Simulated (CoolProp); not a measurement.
Vapour-liquid equilibrium of CH2F2 (R32) (1) + propylene (2) at 29.35 °C; x and y are mole fractions of (1).

Values from CoolProp's multi-fluid Helmholtz-energy mixture model, Tillner-Roth 1997 and Lemmon 2013; pair parameters Bell 2016.

```json
[
 {"x": "0.05", "bubble pressure, mixture model (bar)": "14.42", "bubble pressure, Raoult's law (bar)": "13.15", "y, mixture model": "0.125", "y, Raoult's law": "0.072"},
 {"x": "0.15", "bubble pressure, mixture model (bar)": "16.92", "bubble pressure, Raoult's law (bar)": "13.76", "y, mixture model": "0.291", "y, Raoult's law": "0.207"},
 {"x": "0.25", "bubble pressure, mixture model (bar)": "18.74", "bubble pressure, Raoult's law (bar)": "14.37", "y, mixture model": "0.398", "y, Raoult's law": "0.330"},
 {"x": "0.35", "bubble pressure, mixture model (bar)": "20.05", "bubble pressure, Raoult's law (bar)": "14.98", "y, mixture model": "0.478", "y, Raoult's law": "0.443"},
 {"x": "0.45", "bubble pressure, mixture model (bar)": "20.95", "bubble pressure, Raoult's law (bar)": "15.59", "y, mixture model": "0.544", "y, Raoult's law": "0.547"},
 {"x": "0.55", "bubble pressure, mixture model (bar)": "21.52", "bubble pressure, Raoult's law (bar)": "16.20", "y, mixture model": "0.603", "y, Raoult's law": "0.643"},
 {"x": "0.65", "bubble pressure, mixture model (bar)": "21.79", "bubble pressure, Raoult's law (bar)": "16.82", "y, mixture model": "0.662", "y, Raoult's law": "0.733"},
 {"x": "0.75", "bubble pressure, mixture model (bar)": "21.71", "bubble pressure, Raoult's law (bar)": "17.43", "y, mixture model": "0.726", "y, Raoult's law": "0.816"},
 {"x": "0.85", "bubble pressure, mixture model (bar)": "21.19", "bubble pressure, Raoult's law (bar)": "18.04", "y, mixture model": "0.806", "y, Raoult's law": "0.893"},
 {"x": "0.95", "bubble pressure, mixture model (bar)": "19.97", "bubble pressure, Raoult's law (bar)": "18.65", "y, mixture model": "0.919", "y, Raoult's law": "0.966"}
]
```

The largest gap from Raoult's law is +34.4 % in bubble pressure, at x = 0.45. y crosses x between x = 0.65 and 0.75: the model has an azeotrope there.

Pair parameters are fitted to limited data, so mixtures are less certain than the pure fluids.
